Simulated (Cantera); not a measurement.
Feed: 1 mol TiO2, 2 mol CH4, 0.1 mol CO, equilibrated at 22000 Pa.

These are equilibrium values from Cantera (NASA tables, ideal gas, pure condensed phases), not measurements of a reactor. Candidate condensed phases: C, C6H6, C7H8, C8H18, H2O, Ti, TiC, TiO, TiO2, Ti2O3, Ti3O5, Ti4O7; 113 gas species. Mutual solubility and eutectic melting of coexisting phases are not modelled. TiC: taken at fixed stoichiometry. The numbers say what is thermodynamically allowed, not how fast it happens. All values below are at 1925 K.

Base state: H2 0.726, CO 0.272, H 0.00174, H2O 0.000248, CO2 2.17e-5 (mole fractions); condensed: TiC(s) + Ti2O3(s).

Q: What changes in the equilibrium state with this change: pressure from 22000 Pa to 133 Pa?

A: 
| species | before | after |
|---|---|---|
| H2 | 0.726 | 0.695 |
| CO | 0.272 | 0.283 |
| H | 0.00174 | 0.0218 |
| TiO | 6.67e-7 | 0.000145 |
| Ti | 2.74e-8 | 6.54e-5 |
| H2O | 0.000248 | 2.17e-5 |
| TiC(s), mol | 0.601 | 0.500 |
| Ti2O3(s), mol | 0.200 | 0 |
| TiO(s), mol | 0 | 0.499 |
TiC, TiO: taken at fixed stoichiometry. Condensed phases not in the tables: solid solutions among these carbides, nitrides and lower oxides.

Q: What changes in the equilibrium state with this change: TiO2 replaced by Ta2O5?

A: 
```json
[
 {"species": "H2", "before": "0.726", "after": "0.720"},
 {"species": "CO", "before": "0.272", "after": "0.275"},
 {"species": "H2O", "before": "0.000248", "after": "0.00282"},
 {"species": "CO2", "before": "2.17e-5", "after": "0.000251"},
 {"species": "H", "before": "0.00174", "after": "0.00173"},
 {"species": "TiC(s), mol", "before": "0.601", "after": "0"},
 {"species": "Ti2O3(s), mol", "before": "0.200", "after": "0"},
 {"species": "TaC(s), mol", "before": "0", "after": "0.576"},
 {"species": "Ta2O5(s), mol", "before": "0", "after": "0.712"}
]
```
TaC: taken at fixed stoichiometry. Condensed phases not in the tables: Ta2C. Further candidate phases: Ta, TaC, Ta2O5.

Q: What changes in the equilibrium state with this change: TiO2 replaced by Fe3O4?

A: 
| species | before | after |
|---|---|---|
| H2 | 0.726 | 0.447 |
| CO | 0.272 | 0.310 |
| H2O | 0.000248 | 0.207 |
| CO2 | 2.17e-5 | 0.0335 |
| Fe | 0 | 0.000690 |
| Fe(OH)2 | 0 | 5.76e-5 |
| OH | 5.13e-8 | 5.46e-5 |
| H | 0.00174 | 0.00136 |
| TiC(s), mol | 0.601 | 0 |
| Ti2O3(s), mol | 0.200 | 0 |
| Fe(l), mol | 0 | 2.47 |
| FeO(l), mol | 0 | 0.528 |
Each liquid is taken as pure. The tables' stoichiometric FeO is somewhat more stable than real wüstite, so its field is too wide. FeO: taken at fixed stoichiometry. Further candidate phases: Fe, Fe(CO)5, FeO, Fe(OH)2, Fe(OH)3, Fe2O3, Fe3O4.
